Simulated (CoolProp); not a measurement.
Values from CoolProp's reference Helmholtz-energy equation of state, Leachman 2009.

Give the vapour pressure (kPa), enthalpy of vaporisation (kJ/kg), liquid cp (kJ/(kg K)), surface tension (mN/m) of saturated normal hydrogen at -251.05, -244.15, -243.35 °C.


```json
[
 {"T (°C)": "-251.05", "p (kPa)": "163", "enthalpy of vaporisation (kJ/kg)": "438", "liquid cp (kJ/(kg K))": "10.8", "surface tension (mN/m)": "1.61"},
 {"T (°C)": "-244.15", "p (kPa)": "682", "enthalpy of vaporisation (kJ/kg)": "332", "liquid cp (kJ/(kg K))": "20.8", "surface tension (mN/m)": "0.490"},
 {"T (°C)": "-243.35", "p (kPa)": "779", "enthalpy of vaporisation (kJ/kg)": "308", "liquid cp (kJ/(kg K))": "24.2", "surface tension (mN/m)": "0.374"}
]
```

Surface tension comes from a separate correlation (Mulero 2012).
